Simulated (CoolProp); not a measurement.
Vapour-liquid equilibrium of R1234yf (1) + isobutane (2) at 323.3 K; x and y are mole fractions of (1).

Values from CoolProp's multi-fluid Helmholtz-energy mixture model, Lemmon 2022 and Bücker 2006; pair parameters Bell 2016.

```
x      bubble pressure (MPa)  y at the bubble point  dew pressure at overall composition x (MPa)  liquid density (mol/L)
-----  ---------------------  ---------------------  -------------------------------------------  ----------------------
0.05                  0.7848                  0.144                                       0.7188                   8.848
0.125                 0.9018                  0.285                                       0.7706                   8.776
0.2                   0.9923                  0.380                                       0.8283                   8.709
0.275                  1.064                  0.451                                       0.8925                   8.647
0.35                   1.122                  0.509                                       0.9628                   8.593
0.425                  1.170                  0.561                                        1.038                   8.548
0.5                    1.211                  0.609                                        1.113                   8.515
0.575                  1.245                  0.657                                        1.183                   8.495
0.65                   1.273                  0.706                                        1.240                   8.489
0.725                  1.294                  0.758                                        1.281                   8.499
0.8                    1.309                  0.815                                        1.306                   8.525
0.875                  1.316                  0.877                                        1.316                   8.568
0.95                   1.314                  0.948                                        1.314                   8.626
```

y crosses x between x = 0.875 and 0.95: the model has an azeotrope there.

Pair parameters are fitted to limited data, so mixtures are less certain than the pure fluids.
